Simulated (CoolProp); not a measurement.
Vapour-liquid equilibrium of n-butane (1) + R113 (2) at 0.818 bar; x and y are mole fractions of (1).

Values from CoolProp's multi-fluid Helmholtz-energy mixture model, Bücker 2006 and Marx 1992; pair parameters Bell 2016.

```json
[
 {"x": "0.05", "bubble temperature (°C)": "34.8", "y at the bubble point": "0.239", "dew temperature at overall composition x (°C)": "40.0", "liquid density (mol/L)": "8.276"},
 {"x": "0.2", "bubble temperature (°C)": "20.9", "y at the bubble point": "0.615", "dew temperature at overall composition x (°C)": "35.9", "liquid density (mol/L)": "8.655"},
 {"x": "0.35", "bubble temperature (°C)": "12.2", "y at the bubble point": "0.776", "dew temperature at overall composition x (°C)": "31.3", "liquid density (mol/L)": "8.989"},
 {"x": "0.5", "bubble temperature (°C)": "6.2", "y at the bubble point": "0.861", "dew temperature at overall composition x (°C)": "25.8", "liquid density (mol/L)": "9.307"},
 {"x": "0.65", "bubble temperature (°C)": "1.8", "y at the bubble point": "0.914", "dew temperature at overall composition x (°C)": "19.2", "liquid density (mol/L)": "9.627"},
 {"x": "0.8", "bubble temperature (°C)": "-1.8", "y at the bubble point": "0.955", "dew temperature at overall composition x (°C)": "10.6", "liquid density (mol/L)": "9.961"},
 {"x": "0.95", "bubble temperature (°C)": "-5.0", "y at the bubble point": "0.989", "dew temperature at overall composition x (°C)": "-1.4", "liquid density (mol/L)": "10.32"}
]
```

No azeotrope shows between x = 0.05 and 0.95.

The pair parameters rest on a limited set of measurements; away from them the model extrapolates.
